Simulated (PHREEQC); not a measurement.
Consider water at 25 °C with 0.014 mol H3BO3 and 0.00014 mol NaOH per kg of water. Closed to the air; pH follows from the charge balance.

The numbers come from PHREEQC with the ion-association model, wateq4f.dat.

```tsv
quantity	before	after
pH	7.24	10.14
ionic strength (mol/kgw)	0.000140	0.000140
```

Q: What was changed between the two runs?
A) 0.0004 mol/kgw H2SO4 added
B) NaOH from 0.00014 to 7e-05 mol/kgw
C) H3BO3 left out
D) NaOH replaced by Na2HPO4 at the same molality
E) NaOH left out

A: C, H3BO3 left out

No solid was allowed to form.
